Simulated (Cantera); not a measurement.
Charge: 1 mol MgO, 0.57 mol C, 0.3 mol CO, at 2648 K and 1.00 bar.

These are equilibrium values from Cantera (NASA tables, ideal gas, pure condensed phases), not measurements of a reactor. Candidate condensed phases: C, Mg, MgCO₃, MgO; 15 gas species. Kinetics and transport are ignored.

Base state: CO 0.598, Mg 0.398, CO₂ 0.00351, MgO 0.000297, O 1.31e-5 (mole fractions); condensed: MgO(s).

Task: What changes in the equilibrium state with this change: temperature from 2648 K to 2373.15 K?

Result: 
```tsv
species	before	after
CO	0.598	0.604
Mg	0.398	0.396
CO₂	0.00351	0.000346
O	1.31e-5	7.80e-8
MgO	0.000297	9.83e-6
MgO(s), mol	0.424	0.429
```
